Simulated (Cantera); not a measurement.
Input: 1 mol Si, 0.23 mol H2O, 3.8 mol H2, 0.08 mol O2, equilibrated at 1323 K.

These are equilibrium values from Cantera (NASA tables, ideal gas, pure condensed phases), not measurements of a reactor. Candidate condensed phases: H2O, Si, SiO2; 18 gas species. Mutual solubility and eutectic melting of coexisting phases are not modelled. The tables hold silica as quartz up to 1696 K and as liquid above; real silica turns to tridymite and cristobalite and melts near 1996 K. Rates play no part.

log p: log10 of the partial pressure in bar; n: condensed amount in mol.

```
P (Pa)     log p H2   log p SiO     log p H  log p Si  log p SiH4  n Si(s)  n SiO2(β-quartz)
-------  ----------  ----------  ----------  --------  ----------  -------  ----------------
0.100         -6.04       -7.05       -8.82    -10.05        <-18    0.610                 0
2.50     (withheld)  (withheld)  (withheld)    -10.05  (withheld)    0.610                 0
63            -3.21       -4.88       -7.40    -10.05      -12.52    0.762             0.152
1600     (withheld)       -4.88  (withheld)    -10.05  (withheld)    0.803             0.193
40000         -0.40       -4.88       -6.00    -10.05       -6.89    0.805             0.195
1000000        1.00       -4.88       -5.30    -10.05       -4.10    0.805             0.195
```

Question: Complete the blanks.

Answer: 
- 1600, log p H2: -1.80
- 1600, log p H: -6.70
- 1600, log p SiH4: -9.69
- 2.50, log p H2: -4.64
- 2.50, log p SiO: -5.66
- 2.50, log p H: -8.12
- 2.50, log p SiH4: -15.38
